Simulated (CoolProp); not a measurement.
Isobutane along the isotherm 382.5 K: density (kg/m³) from the reference equation and from simpler models built on Tc = 407.8 K, pc = 3.629 MPa, ω = 0.184; each cubic takes its own stable root.

The numbers come from the reference Helmholtz-energy equation of state, Bücker 2006 in CoolProp.

```tsv
p (MPa)	phase	reference	van der Waals	Redlich-Kwong	Soave-Redlich-Kwong
3.5	liquid	422.0	271.0	354.7	365.2
7	liquid	450.1	310.3	401.1	407.3
10.5	liquid	467.8	329.9	[?]	432.9
14	liquid	481.3	343.5	447.9	451.8
17.5	liquid	492.3	353.9	463.5	466.8
21	liquid	501.6	362.4	476.4	479.4
24.5	liquid	[?]	369.5	487.5	490.2
28	liquid	517.2	375.6	497.2	499.6
31.5	liquid	523.9	381.0	505.8	508.0
35	liquid	530.0	385.8	513.5	[?]
```

### Question
Complete the blanks.

### Answer

- 10.5, Redlich-Kwong: 428.2
- 24.5, reference: 509.9
- 35, Soave-Redlich-Kwong: 515.5
